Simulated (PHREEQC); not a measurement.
**Acid rinse or clean: an equilibrium model**

Make-up at 20 °C: 0.28 mol/kgw HCl, 0.0058 mol/kgw ZnSO4 and 0.00042 mol/kgw MnSO4. Closed to the air; pH follows from the charge balance.

Computed with PHREEQC (ion-association model, phreeqc.dat).

- pH: 0.67
- ionic strength: 0.292 mol/kgw
- activity of water: 0.990
- specific conductance: 79800 µS/cm
- density: 1.004 g/cm³
- total alkalinity: -280 meq/kg

| species | molality | activity | log γ |
|---|---|---|---|
| Cl- | 0.279 | 0.192 | -0.161 |
| H+ | 0.275 | 0.215 | -0.105 |
| HSO4- | 0.00534 | 0.00393 | -0.133 |
| Zn+2 | 0.00485 | 0.00128 | -0.580 |
| SO4-2 | 0.000816 | 0.000209 | -0.591 |
| ZnCl+ | 0.000762 | 0.000527 | -0.160 |
| Mn+2 | 0.000311 | 9.17e-5 | -0.530 |
| MnCl+ | 0.000100 | 7.18e-5 | -0.145 |
| ZnCl2 | 9.73e-5 | 0.000104 | 0.029 |

No solid was allowed to form.
